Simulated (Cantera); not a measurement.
Cantera run:

```python
import numpy as np
import cantera as ct

gas_names = """
    AL ALCL ALCL2 ALCL3 ALO ALOCL ALO2 AL2 AL2CL6 AL2O AL2O2 CL CLO CL2 O O2 O3 Si SiCL SiCL2 SiCL3
    SiCL4 SiO SiO2 Si2 Si3
""".split()
cond_names = """
    AL(cr) AL(L) ALCL3(s) ALCL3(L) AL2O3(a) AL2O3(L) AL2SiO5(an) AL6Si2O13(s) Si(cr) Si(L) SiO2(Lqz)
    SiO2(hqz) SiO2(L)
""".split()


# ... load() reads the species with a 1 bar reference pressure and builds the phases ...
atoms = {
    'Al2O3': {'AL': 2, 'O': 3},
    'SiCl4': {'Si': 1, 'CL': 4},
    'O2': {'O': 2},
}
top_T = {'AL2SiO5(an)': 2000, 'AL6Si2O13(s)': 2100}  # K; cautious upper limits of use, not melting points


# ... equilibrate(T, P, feed) seeds the gas with the atoms and calls Mixture.equilibrate('TP', solver="vcs", rtol=1e-11, max_steps=5000) ...
results = []
T = 773  # K
P = 12  # Pa
for m in [0.39, 0.44, 0.5, 0.57, 0.65, 0.75, 0.85, 0.97, 1.1, 1.3, 1.4, 1.6, 1.9]:
    feed = {'Al2O3': 1, 'SiCl4': m, 'O2': 13}  # mol
    mix = equilibrate(T, P, feed)
    results.append((T, P, feed, dict(zip(mix.species_names, mix.species_moles))))
    x = sorted(zip(gas.X, gas.species_names), reverse=True)
    print(f"T = {T:g} K  P = {P:g} Pa  n(SiCl4) = {m:g} mol  gas = {mix.phase_moles(0):.4g} mol")
    print("   x: " + "  ".join(f"{s} {v:.3e}" for v, s in x if v > 0.001))
    print("   condensed (mol): " + ("  ".join(f"{mix.phase(i).name} {mix.phase_moles(i):.4g}"
          for i in range(1, mix.n_phases) if mix.phase_moles(i) > 1e-12) or "none"))
```

Output:

```
T = 773 K  P = 12 Pa  n(SiCl4) = 0.39 mol  gas = 13.39 mol
   x: O2 9.417e-01  CL2 5.820e-02
   condensed (mol): AL2O3(a) 0.61  AL2SiO5(an) 0.39
T = 773 K  P = 12 Pa  n(SiCl4) = 0.44 mol  gas = 13.44 mol
   x: O2 9.345e-01  CL2 6.542e-02
   condensed (mol): AL2O3(a) 0.56  AL2SiO5(an) 0.44
T = 773 K  P = 12 Pa  n(SiCl4) = 0.5 mol  gas = 13.5 mol
   x: O2 9.259e-01  CL2 7.401e-02
   condensed (mol): AL2O3(a) 0.5  AL2SiO5(an) 0.5
T = 773 K  P = 12 Pa  n(SiCl4) = 0.57 mol  gas = 13.57 mol
   x: O2 9.159e-01  CL2 8.394e-02
   condensed (mol): AL2O3(a) 0.43  AL2SiO5(an) 0.57
T = 773 K  P = 12 Pa  n(SiCl4) = 0.65 mol  gas = 13.65 mol
   x: O2 9.047e-01  CL2 9.516e-02
   condensed (mol): AL2O3(a) 0.35  AL2SiO5(an) 0.65
T = 773 K  P = 12 Pa  n(SiCl4) = 0.75 mol  gas = 13.75 mol
   x: O2 8.908e-01  CL2 1.090e-01
   condensed (mol): AL2O3(a) 0.25  AL2SiO5(an) 0.75
T = 773 K  P = 12 Pa  n(SiCl4) = 0.85 mol  gas = 13.85 mol
   x: O2 8.772e-01  CL2 1.227e-01
   condensed (mol): AL2O3(a) 0.15  AL2SiO5(an) 0.85
T = 773 K  P = 12 Pa  n(SiCl4) = 0.97 mol  gas = 13.97 mol
   x: O2 8.611e-01  CL2 1.388e-01
   condensed (mol): AL2O3(a) 0.03  AL2SiO5(an) 0.97
T = 773 K  P = 12 Pa  n(SiCl4) = 1.1 mol  gas = 14.1 mol
   x: O2 8.439e-01  CL2 1.559e-01
   condensed (mol): AL2SiO5(an) 1  SiO2(Lqz) 0.1
T = 773 K  P = 12 Pa  n(SiCl4) = 1.3 mol  gas = 14.3 mol
   x: O2 8.181e-01  CL2 1.817e-01
   condensed (mol): AL2SiO5(an) 1  SiO2(Lqz) 0.3
T = 773 K  P = 12 Pa  n(SiCl4) = 1.4 mol  gas = 14.4 mol
   x: O2 8.055e-01  CL2 1.943e-01
   condensed (mol): AL2SiO5(an) 1  SiO2(Lqz) 0.4
T = 773 K  P = 12 Pa  n(SiCl4) = 1.6 mol  gas = 14.6 mol
   x: O2 7.807e-01  CL2 2.191e-01
   condensed (mol): AL2SiO5(an) 1  SiO2(Lqz) 0.6
T = 773 K  P = 12 Pa  n(SiCl4) = 1.9 mol  gas = 14.9 mol
   x: O2 7.449e-01  CL2 2.549e-01
   condensed (mol): AL2SiO5(an) 1  SiO2(Lqz) 0.9
```

Cantera equilibrium calculation (NASA polynomials, part measured and part estimated; ideal gas, pure solids and liquids). Condensed phases not in the tables: AlOCl, alloys, solid solutions and most ternary compounds.
